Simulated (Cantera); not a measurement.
Cantera run:

```python
import numpy as np
import cantera as ct

gas_names = """
    CL CL2 H HCL H2 Si SiCL SiCL2 SiCL3 SiCL4 SiH SiHCL3 SiH2 SiH2CL2 SiH3 SiH3CL SiH4 Si2 Si3
""".split()
cond_names = """
    Si(cr) Si(L)
""".split()


# ... load() reads the species with a 1 bar reference pressure and builds the phases ...
atoms = {
    'Si': {'Si': 1},
    'HCl': {'H': 1, 'CL': 1},
    'H2': {'H': 2},
}
top_T = {}  # K; cautious upper limits of use, not melting points


# ... equilibrate(T, P, feed) seeds the gas with the atoms and calls Mixture.equilibrate('TP', solver="vcs", rtol=1e-11, max_steps=5000) ...
results = []
feed = {'Si': 1, 'HCl': 4.8, 'H2': 5}  # mol
P = 170  # Pa
for T in [750, 800, 850, 900, 950, 1000, 1050, 1100, 1150, 1200]:
    mix = equilibrate(T, P, feed)
    results.append((T, P, feed, dict(zip(mix.species_names, mix.species_moles))))
    x = sorted(zip(gas.X, gas.species_names), reverse=True)
    print(f"T = {T:g} K  P = {P:g} Pa  gas = {mix.phase_moles(0):.4g} mol")
    print("   x: " + "  ".join(f"{s} {v:.3e}" for v, s in x if v > 1e-05))
    print("   condensed (mol): " + ("  ".join(f"{mix.phase(i).name} {mix.phase_moles(i):.4g}"
          for i in range(1, mix.n_phases) if mix.phase_moles(i) > 1e-12) or "none"))
```

It prints:

```
T = 750 K  P = 170 Pa  gas = 8.8 mol
   x: H2 7.950e-01  SiCL4 1.132e-01  HCL 9.136e-02  SiHCL3 4.458e-04
   condensed (mol): none
T = 800 K  P = 170 Pa  gas = 8.8 mol
   x: H2 7.946e-01  SiCL4 1.127e-01  HCL 9.181e-02  SiHCL3 8.819e-04  SiCL3 1.662e-05
   condensed (mol): none
T = 850 K  P = 170 Pa  gas = 8.8 mol
   x: H2 7.938e-01  SiCL4 1.120e-01  HCL 9.259e-02  SiHCL3 1.593e-03  SiCL3 7.761e-05
   condensed (mol): none
T = 900 K  P = 170 Pa  gas = 8.802 mol
   x: H2 7.925e-01  SiCL4 1.106e-01  HCL 9.393e-02  SiHCL3 2.651e-03  SiCL3 3.004e-04  SiCL2 3.888e-05
   condensed (mol): none
T = 950 K  P = 170 Pa  gas = 8.807 mol
   x: H2 7.900e-01  SiCL4 1.082e-01  HCL 9.650e-02  SiHCL3 4.062e-03  SiCL3 9.795e-04  SiCL2 2.960e-04  SiH2CL2 1.547e-05
   condensed (mol): none
T = 1000 K  P = 170 Pa  gas = 8.826 mol
   x: H2 7.844e-01  SiCL4 1.034e-01  HCL 1.023e-01  SiHCL3 5.586e-03  SiCL3 2.661e-03  SiCL2 1.660e-03  SiH2CL2 3.257e-05
   condensed (mol): none
T = 1050 K  P = 170 Pa  gas = 8.883 mol
   x: H2 7.721e-01  HCL 1.153e-01  SiCL4 9.380e-02  SiHCL3 6.519e-03  SiCL2 6.435e-03  SiCL3 5.772e-03  SiH2CL2 5.165e-05
   condensed (mol): none
T = 1100 K  P = 170 Pa  gas = 8.996 mol
   x: H2 7.500e-01  HCL 1.389e-01  SiCL4 7.820e-02  SiCL2 1.692e-02  SiCL3 9.750e-03  SiHCL3 6.229e-03  SiH2CL2 5.948e-05
   condensed (mol): none
T = 1150 K  P = 170 Pa  gas = 9.16 mol
   x: H2 7.198e-01  HCL 1.710e-01  SiCL4 5.825e-02  SiCL2 3.270e-02  SiCL3 1.320e-02  SiHCL3 4.979e-03  SiH2CL2 5.341e-05
   condensed (mol): none
T = 1200 K  P = 170 Pa  gas = 9.345 mol
   x: H2 6.873e-01  HCL 2.057e-01  SiCL2 5.089e-02  SiCL4 3.783e-02  SiCL3 1.481e-02  SiHCL3 3.438e-03  SiH2CL2 4.090e-05
   condensed (mol): none
```

Equilibrium computed with Cantera from the NASA thermochemical tables; the gas is ideal and each condensed phase is pure. The tables' values for SiCl3 are old estimates; treat these amounts as uncertain.
